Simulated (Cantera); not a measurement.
A closed system holds: 1 mol Nb2O5, 400 mol H2, 0.25 mol H2O, held at 1.88 Torr.

Equilibrium computed with Cantera from the NASA thermochemical tables; the gas is ideal and each condensed phase is pure. Candidate condensed phases: H2O, Nb, NbO, NbO2, Nb2O5; 12 gas species. Mutual solubility and eutectic melting of coexisting phases are not modelled. NbO: taken at fixed stoichiometry. Condensed phases not in the tables: the oxides between NbO2 and Nb2O5. Equilibrium is a limit: real reactors are often held back by kinetics, nucleation or transport. All values below are at 1800 K.

Base state: H2 0.987, H 0.00711, H2O 0.00600, NbO2 4.25e-5 (mole fractions); condensed: NbO(s) + NbO2(s).

Question: What changes in the equilibrium state with this change: pressure from 1.88 Torr to 5550 Torr?

Answer: 
```json
[
 {"species": "H2", "before": "0.987", "after": "0.994"},
 {"species": "H2O", "before": "0.00600", "after": "0.00605"},
 {"species": "H", "before": "0.00711", "after": "0.000131"},
 {"species": "NbO2", "before": "4.25e-5", "after": "1.43e-8"},
 {"species": "NbO(s), mol", "before": "1.16", "after": "1.17"},
 {"species": "NbO2(s), mol", "before": "0.821", "after": "0.830"}
]
```
